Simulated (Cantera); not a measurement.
Premixed flame

A freely propagating, adiabatic, planar premixed flame of H₂ : O₂ : N₂ = 1 : 0.685 : 2.58 (molar parts), unburnt at 400 K and 670000 Pa; multicomponent+Soret transport, grid criteria slope 0.08 and curve 0.16, no radiation.

Model: the H2/O2 subset of GRI-Mech 3.0, which has no nitrogen chemistry, integrated in Cantera. The hydrogen kinetics of GRI-Mech 3.0 are dated; newer H2 mechanisms differ, most at raised pressure. Burning velocities carry a grid error of a few per cent, more on coarse grids.

| z (mm) | T (K) | u (m/s) | x H₂ | x O₂ | x H₂O | x OH | x O | x H₂O₂ |
|---|---|---|---|---|---|---|---|---|
| -0.139 | 400 | 1.15 | 0.233 | 0.161 | 2.88e-6 | <1e-8 | <1e-8 | <1e-8 |
| -0.0928 | 401 | 1.15 | 0.227 | 0.162 | 4.00e-5 | <1e-8 | <1e-8 | 1.36e-7 |
| -0.0696 | 404 | 1.14 | 0.216 | 0.164 | 0.000248 | <1e-8 | <1e-8 | 1.01e-6 |
| -0.0464 | 428 | 1.17 | 0.186 | 0.170 | 0.00291 | 1.20e-8 | 8.86e-8 | 1.56e-5 |
| -0.0232 | 663 | 1.72 | 0.123 | 0.168 | 0.0343 | 2.43e-5 | 1.07e-5 | 0.000171 |
| -0.0116 | 1037 | 2.65 | 0.0862 | 0.144 | 0.0868 | 0.000543 | 0.000260 | 0.000194 |
| 0 | 1426 | 3.64 | 0.0498 | 0.109 | 0.152 | 0.00232 | 0.00161 | 3.05e-5 |
| 0.0116 | 1680 | 4.29 | 0.0247 | 0.0803 | 0.199 | 0.00540 | 0.00307 | 5.23e-6 |
| 0.0232 | 1825 | 4.66 | 0.0131 | 0.0660 | 0.222 | 0.00767 | 0.00340 | 3.39e-6 |
| 0.0464 | 1960 | 5.00 | 0.00605 | 0.0576 | 0.239 | 0.00829 | 0.00247 | 2.10e-6 |
| 0.0928 | 2047 | 5.21 | 0.00253 | 0.0550 | 0.248 | 0.00625 | 0.00109 | 1.20e-6 |
| 0.186 | 2085 | 5.30 | 0.000854 | 0.0546 | 0.253 | 0.00389 | 0.000376 | 6.51e-7 |
| 0.371 | 2097 | 5.32 | 0.000349 | 0.0547 | 0.254 | 0.00265 | 0.000168 | 4.38e-7 |
x: mole fraction of selected species; z is measured from the peak of heat release.

```json
{
  "laminar_burning_velocity": "115 cm/s",
  "thermal_thickness": "0.0464 mm",
  "peak x(OH)": "0.00845",
  "peak x(O)": "0.00341",
  "peak x(H₂O₂)": "0.000217",
  "grid_points": "115"
}
```
